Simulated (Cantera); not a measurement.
Cantera with NASA thermochemical tables; ideal gases at 1 bar, condensed phases pure. Values are per mole of reaction as written; species without (g) are pure solids or liquids, kept so even where they would boil at 1 bar.

Question: Between 2048 and 2423 K, where is each reaction favourable under standard conditions?
- 2 Cl₂(g) + N(g) + 2 SrO = 2 SrCl₂ + NO₂(g)

Answer: 
- 2 Cl₂(g) + N(g) + 2 SrO = 2 SrCl₂ + NO₂(g): ΔG° is -514 kJ at 2048 K and -464 kJ at 2423 K; it stays negative (K > 1). ΔH° is -780 kJ and ΔS° -130 J/K at 2423 K.
